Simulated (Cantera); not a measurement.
# PbO + H2 (iron carbonyl, mercury and lead vapours)

Charge: 1 mol PbO, 0.22 mol H2, held at 1.00 mbar.

Equilibrium computed with Cantera from the NASA thermochemical tables; the gas is ideal and each condensed phase is pure. Candidate condensed phases: H2O, Pb, PbO, PbO2, Pb3O4; 12 gas species. Mutual solubility and eutectic melting of coexisting phases are not modelled. Gases not in the tables: (PbO)n polymers. Rates play no part.

```json
[
 {"T (K)": "525", "x H2O": "1.000", "x PbO": "<1e-12", "x Pb": "2.04e-11", "x O2": "<1e-12", "x OH": "<1e-12", "x H2": "8.47e-6", "n Pb(s)": "0.220", "n PbO(red)": "0.780", "n Pb(l)": "0", "n PbO(yellow)": "0", "n PbO(l)": "0"},
 {"T (K)": "625", "x H2O": "1.000", "x PbO": "<1e-12", "x Pb": "2.33e-8", "x O2": "<1e-12", "x OH": "<1e-12", "x H2": "2.21e-5", "n Pb(s)": "0", "n PbO(red)": "0.780", "n Pb(l)": "0.220", "n PbO(yellow)": "0", "n PbO(l)": "0"},
 {"T (K)": "725", "x H2O": "1.000", "x PbO": "8.82e-10", "x Pb": "3.37e-6", "x O2": "<1e-12", "x OH": "<1e-12", "x H2": "4.22e-5", "n Pb(s)": "0", "n PbO(red)": "0.780", "n Pb(l)": "0.220", "n PbO(yellow)": "0", "n PbO(l)": "0"},
 {"T (K)": "825", "x H2O": "1.000", "x PbO": "2.51e-7", "x Pb": "0.000143", "x O2": "<1e-12", "x OH": "1.27e-11", "x H2": "7.13e-5", "n Pb(s)": "0", "n PbO(red)": "0", "n Pb(l)": "0.220", "n PbO(yellow)": "0.780", "n PbO(l)": "0"},
 {"T (K)": "925", "x H2O": "0.997", "x PbO": "2.04e-5", "x Pb": "0.00267", "x O2": "4.99e-12", "x OH": "9.24e-10", "x H2": "0.000110", "n Pb(s)": "0", "n PbO(red)": "0", "n Pb(l)": "0.219", "n PbO(yellow)": "0.780", "n PbO(l)": "0"},
 {"T (K)": "1025", "x H2O": "0.971", "x PbO": "0.000685", "x Pb": "0.0278", "x O2": "1.26e-9", "x OH": "2.86e-8", "x H2": "0.000156", "n Pb(s)": "0", "n PbO(red)": "0", "n Pb(l)": "0.214", "n PbO(yellow)": "0.780", "n PbO(l)": "0"},
 {"T (K)": "1125", "x H2O": "0.799", "x PbO": "0.0121", "x Pb": "0.189", "x O2": "1.17e-7", "x OH": "4.38e-7", "x H2": "0.000178", "n Pb(s)": "0", "n PbO(red)": "0", "n Pb(l)": "0.168", "n PbO(yellow)": "0.777", "n PbO(l)": "0"},
 {"T (K)": "1225", "x H2O": "0.444", "x PbO": "0.113", "x Pb": "0.444", "x O2": "1.68e-5", "x OH": "4.68e-6", "x H2": "7.23e-5", "n Pb(s)": "0", "n PbO(red)": "0", "n Pb(l)": "0", "n PbO(yellow)": "0", "n PbO(l)": "0.724"},
 {"T (K)": "1325", "x H2O": "0.178", "x PbO": "0.602", "x Pb": "0.206", "x O2": "0.0143", "x OH": "5.34e-5", "x H2": "6.30e-6", "n Pb(s)": "0", "n PbO(red)": "0", "n Pb(l)": "0", "n PbO(yellow)": "0", "n PbO(l)": "0"},
 {"T (K)": "1425", "x H2O": "0.173", "x PbO": "0.537", "x Pb": "0.251", "x O2": "0.0386", "x OH": "0.000191", "x H2": "1.83e-5", "n Pb(s)": "0", "n PbO(red)": "0", "n Pb(l)": "0", "n PbO(yellow)": "0", "n PbO(l)": "0"}
]
```
x: gas mole fraction; n: condensed amount in mol.

At 525 K the condensed part is Pb(s) + PbO(red). From 625 K to 725 K the condensed part is Pb(l) + PbO(red). From 825 K to 1125 K the condensed part is Pb(l) + PbO(yellow). At 1225 K the condensed part is PbO(l). From 1325 K to 1425 K nothing is condensed.
